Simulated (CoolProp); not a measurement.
CF4 (R14) along the isotherm 334 K: Z from the reference equation and from simpler models built on Tc = 227.4 K, pc = 3762 kPa, ω = 0.178; each cubic takes its own stable root.

Model: reference Helmholtz-energy equation of state, Platzer 1990, in CoolProp. This equation is an older, rougher fit; its heat capacities, sound speeds and derivatives of the liquid may be far off and weren't checked against measurements.

```tsv
p (kPa)	phase	reference
513	gas	0.9879
1030	gas	0.9759
1540	gas	0.9643
2050	gas	0.9529
2570	gas	0.9414
3080	gas	0.9305
3590	gas	0.9198
4100	supercritical	0.9094
4620	supercritical	0.8991
5130	supercritical	0.8894
5640	supercritical	0.8801
```

Q: How far does each simpler model (Pitzer virial, van der Waals, Soave-Redlich-Kwong) lie from the reference over these 11 states: mean and median of the absolute difference, and the worst?

A: 
- Pitzer virial: mean 0.3 %, median 0.1 %, worst -1.0 % at 334 K and 5640 kPa
- van der Waals: mean 2.8 %, median 2.6 %, worst -5.9 % at 334 K and 5640 kPa
- Soave-Redlich-Kwong: mean 0.9 %, median 0.8 %, worst +1.9 % at 334 K and 5640 kPa
